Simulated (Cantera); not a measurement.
An isothermal, constant-pressure homogeneous reactor starts with CH₄ : H₂ = 1 : 43 (molar parts), at 1473 K and 20.0 Torr. Integrator tolerance rtol = 1e-08.

Computed with Cantera and GRI-Mech 3.0 (53 species, 325 reactions). GRI-Mech 3.0 stops at C3 and has no aromatics, soot or wall deposition, so with more carbon than oxygen in the feed, carbon stays in small species such as C2H2 where larger ones or solid carbon would form. Radical loss at walls, strong at low pressure, is not modelled.

**Question.** What does this change do: temperature 1473 to 1600 K?

**Answer.** 
| quantity | before | after |
|---|---|---|
| x(CH₄) at 90.0 s | 0.0110 (gas-phase equilibrium 0.00292) | 0.00129 (gas-phase equilibrium 0.000834) |
| x(H₂) at 90.0 s | 0.983 (gas-phase equilibrium 0.987) | 0.988 (gas-phase equilibrium 0.988) |
| x(C₂H) at 90.0 s | 6.60e-10 (gas-phase equilibrium 1.20e-9) | 1.18e-8 (gas-phase equilibrium 1.21e-8) |
| x(C₂H₄) at 90.0 s | 5.79e-5 (gas-phase equilibrium 9.37e-5) | 3.04e-5 (gas-phase equilibrium 3.10e-5) |
| x(CH₃) at 90.0 s | 1.64e-5 (gas-phase equilibrium 4.62e-6) | 8.80e-6 (gas-phase equilibrium 5.71e-6) |
| x(C₂H₂) at 90.0 s | 0.00565 (gas-phase equilibrium 0.00959) | 0.0104 (gas-phase equilibrium 0.0107) |
| x(H) at 90.0 s | 7.24e-5 (gas-phase equilibrium 7.75e-5) | 0.000332 (gas-phase equilibrium 0.000333) |

**Question.** What does this change do: pressure from 20.0 Torr to 0.105 Torr?

**Answer.** 
| quantity | before | after |
|---|---|---|
| x(CH₄) at 90.0 s | 0.0110 (gas-phase equilibrium 0.00292) | 0.0225 (gas-phase equilibrium 1.65e-5) |
| x(H₂) at 90.0 s | 0.983 (gas-phase equilibrium 0.987) | 0.977 (gas-phase equilibrium 0.988) |
| x(C₂H) at 90.0 s | 6.60e-10 (gas-phase equilibrium 1.20e-9) | 1.11e-11 (gas-phase equilibrium 1.91e-8) |
| x(C₂H₄) at 90.0 s | 5.79e-5 (gas-phase equilibrium 9.37e-5) | 1.11e-5 (gas-phase equilibrium 5.69e-7) |
| x(CH₃) at 90.0 s | 1.64e-5 (gas-phase equilibrium 4.62e-6) | 7.14e-5 (gas-phase equilibrium 3.60e-7) |
| x(C₂H₂) at 90.0 s | 0.00565 (gas-phase equilibrium 0.00959) | 4.44e-5 (gas-phase equilibrium 0.0111) |
| x(H) at 90.0 s | 7.24e-5 (gas-phase equilibrium 7.75e-5) | 0.000153 (gas-phase equilibrium 0.00107) |
